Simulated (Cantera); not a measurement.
What does this Cantera script print?

```python
import numpy as np
import cantera as ct

gas_names = """
    H H2 N NH NH2 NH3 N2 N2H2 N2H4 Si SiH SiH2 SiH3 SiH4 SiN Si2 Si2N Si3
""".split()
cond_names = """
    Si(cr) Si(L) Si3N4(a)
""".split()


# ... load() reads the species with a 1 bar reference pressure and builds the phases ...
atoms = {
    'Si': {'Si': 1},
    'NH3': {'N': 1, 'H': 3},
    'H2': {'H': 2},
}
top_T = {'Si3N4(a)': 2400}  # K; cautious upper limits of use, not melting points


# ... equilibrate(T, P, feed) seeds the gas with the atoms and calls Mixture.equilibrate('TP', solver="vcs", rtol=1e-11, max_steps=5000) ...
results = []
T = 823.15  # K
P = 10000  # Pa
for m in [1, 1.3, 1.6, 2, 2.5, 3.1, 3.9, 4.9, 6.2, 7.8, 9.8, 12, 15]:
    feed = {'Si': 1, 'NH3': m, 'H2': 170}  # mol
    mix = equilibrate(T, P, feed)
    results.append((T, P, feed, dict(zip(mix.species_names, mix.species_moles))))

top = {s: max(r[3][s] / sum(r[3][g] for g in gas_names) for r in results) for s in gas_names}
cols = sorted((s for s in top if top[s] > 0.001), key=lambda s: -top[s])[:6]
seen = [c for c in cond_names if any(r[3].get(c, 0) > 1e-12 for r in results)]
print("log10 of partial pressures in bar; condensed amounts in mol")
print(f"{'n(NH3)':>10s}" + "".join(f"{s[:9]:>10s}" for s in cols + seen))
for T, P, feed, n in results:
    ng = sum(n[g] for g in gas_names)
    print(f"{feed['NH3']:10.4g}" + "".join(f"{np.log10(max(n[s] / ng * P / 1e5, 1e-99)):10.3f}" for s in cols)
          + "".join(f"{n.get(c, 0):10.4g}" for c in seen))
```

Result:

```
log10 of partial pressures in bar; condensed amounts in mol
    n(NH3)        H2        N2    Si(cr)  Si3N4(a)
         1    -1.000   -14.979      0.25      0.25
       1.3    -1.000   -14.979     0.025     0.325
       1.6    -1.000    -4.114         0    0.3333
         2    -1.001    -3.717         0    0.3333
       2.5    -1.001    -3.476         0    0.3333
       3.1    -1.002    -3.299         0    0.3333
       3.9    -1.003    -3.141         0    0.3333
       4.9    -1.004    -3.002         0    0.3333
       6.2    -1.006    -2.874         0    0.3333
       7.8    -1.008    -2.758         0    0.3333
       9.8    -1.010    -2.650         0    0.3333
        12    -1.012    -2.560         0    0.3333
        15    -1.015    -2.465         0    0.3333
```

Method: chemical equilibrium by Gibbs-energy minimisation in Cantera with the NASA 1993 tables (ideal gas, pure condensed phases).
